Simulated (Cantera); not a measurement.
Cantera run:

```python
import numpy as np
import cantera as ct

gas_names = """
    NO2 NO
""".split()
cond_names = """
    VN(s) V2O3(s) V2O3(L)
""".split()


# ... load() reads the species with a 1 bar reference pressure and builds the phases ...
species = {s.name: s for s in load("nasa_gas.yaml", gas_names) + load("nasa_condensed.yaml", cond_names)}
# Each term lists the table entries of one substance; the one whose range holds T is used.
reactions = {
    '2 VN + 5 NO2(g) = V2O3 + 7 NO(g)':
        [(-2, ['VN(s)']), (-5, ['NO2']), (1, ['V2O3(s)', 'V2O3(L)']), (7, ['NO'])],
}


def pick(names, T):
    return next(species[n] for n in names if species[n].thermo.min_temp <= T <= species[n].thermo.max_temp)


results = []
for label, terms in reactions.items():
    print(label)
    print("     T/K   dH/kJ  dS/(J/K)   dG/kJ   log10 K")
    for T in [625, 650, 675, 700, 725, 750, 775]:
        used = [(nu, pick(names, T)) for nu, names in terms]
        dH = sum(nu * s.thermo.h(T) for nu, s in used) / 1e6
        dS = sum(nu * s.thermo.s(T) for nu, s in used) / 1e3
        dG = dH - T * dS / 1e3
        logK = -dG * 1e6 / (ct.gas_constant * T * np.log(10))
        results.append((label, T, dH, dS, dG, logK, [s.name for _, s in used]))
        print(f"{T:8g} {dH:8.1f} {dS:8.1f} {dG:8.1f} {logK:8.2f}")
```

Result:

```
2 VN + 5 NO2(g) = V2O3 + 7 NO(g)
     T/K   dH/kJ  dS/(J/K)   dG/kJ   log10 K
     625   -306.1    323.3   -508.2    42.47
     650   -305.8    323.9   -516.3    41.49
     675   -305.4    324.4   -524.4    40.58
     700   -305.1    324.9   -532.5    39.74
     725   -304.8    325.2   -540.6    38.95
     750   -304.6    325.6   -548.8    38.22
     775   -304.4    325.9   -556.9    37.54
```

Cantera with NASA thermochemical tables; ideal gases at 1 bar, condensed phases pure. VN: taken at fixed stoichiometry. Condensed species are held in their standard states even where they would react or evaporate.
